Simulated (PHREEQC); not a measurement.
1 kg of water holding 24 mmol/kgw SrCl2, 81 mmol/kgw MgCl2 and 49 mmol/kgw CaCl2 is evaporated at 25 °C; the solids stay in contact with the brine. CO2 from the air is kept out. The run lets Bischofite, Brucite, Portlandite, MgCl2_4H2O precipitate or redissolve, and no other solid.

The numbers come from PHREEQC with the Pitzer model, pitzer.dat.

```csv
water left (kg),ionic strength,water activity,Cl in solution (mol/kgw),Ca in solution (mol/kgw),Mg in solution (mol/kgw)
1,0.462,0.993,0.308,0.0490,0.0810
0.8219,0.562,___,0.375,0.0596,0.0986
0.6755,0.684,___,0.456,0.0725,0.120
0.5552,0.832,___,0.555,0.0883,0.146
0.4563,1.01,___,0.675,0.107,0.178
0.375,1.23,0.980,0.821,0.131,0.216
0.3082,1.50,0.975,0.999,0.159,0.263
0.2533,1.82,0.969,1.22,0.193,0.320
0.2082,2.22,0.961,1.48,0.235,0.389
0.1711,2.70,0.951,1.80,0.286,0.473
0.1407,3.28,0.937,2.19,0.348,0.576
0.1156,4.00,0.918,2.66,0.424,0.701
0.09502,4.86,___,3.24,0.516,0.852
0.07809,5.92,0.859,3.94,0.628,1.04
0.06418,7.20,0.812,4.80,0.764,1.26
0.05275,8.76,0.750,5.84,0.929,1.54
0.04335,10.7,___,7.10,1.13,1.87
0.03564,13.0,___,8.64,1.37,2.27
0.0293,15.8,0.442,10.5,1.67,2.76
```

Q: Complete the blanks.

A: 
- 0.8219, water activity: 0.991
- 0.6755, water activity: 0.989
- 0.5552, water activity: 0.987
- 0.4563, water activity: 0.984
- 0.09502, water activity: 0.893
- 0.04335, water activity: 0.668
- 0.03564, water activity: 0.565
